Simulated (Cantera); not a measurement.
# Gas activation for diamond growth

A perfectly stirred reactor is fed with 1.77 % CH4, 98.2 % H2, at 15000 Pa; it is held at 1848 K, and followed from long to short residence time.

Computed with Cantera and GRI-Mech 3.0 (53 species, 325 reactions). GRI-Mech 3.0 stops at C3 and has no aromatics, soot or wall deposition, so with more carbon than oxygen in the feed, carbon stays in small species such as C2H2 where larger ones or solid carbon would form.

| τ (s) | x CH4 | x H2 | x CH3 | x C2H2 | x C2H6 | x C2H4 | x C2H |
|---|---|---|---|---|---|---|---|
| 3.3 | 0.00216 | 0.989 | 5.94e-5 | 0.00757 | 3.14e-8 | 1.94e-5 | 1.11e-7 |
| 0.66 | 0.00439 | 0.988 | 0.000120 | 0.00644 | 1.25e-7 | 1.82e-5 | 9.33e-8 |
| 0.13 | 0.00838 | 0.986 | 0.000223 | 0.00444 | 4.37e-7 | 1.86e-5 | 6.28e-8 |
| 0.026 | 0.0132 | 0.983 | 0.000335 | 0.00199 | 1.01e-6 | 2.27e-5 | 2.67e-8 |
| 0.0051 | 0.0164 | 0.982 | 0.000349 | 0.000408 | 1.21e-6 | 2.28e-5 | 4.60e-9 |
| 0.0010 | 0.0175 | 0.982 | 0.000178 | 1.46e-5 | 4.25e-7 | 7.29e-6 | 7.93e-11 |
| 0.00020 | 0.0176 | 0.982 | 4.21e-5 | 3.38e-8 | 2.71e-8 | 1.95e-7 | <1e-12 |
x: mole fraction; the columns are a selection and need not sum to one.
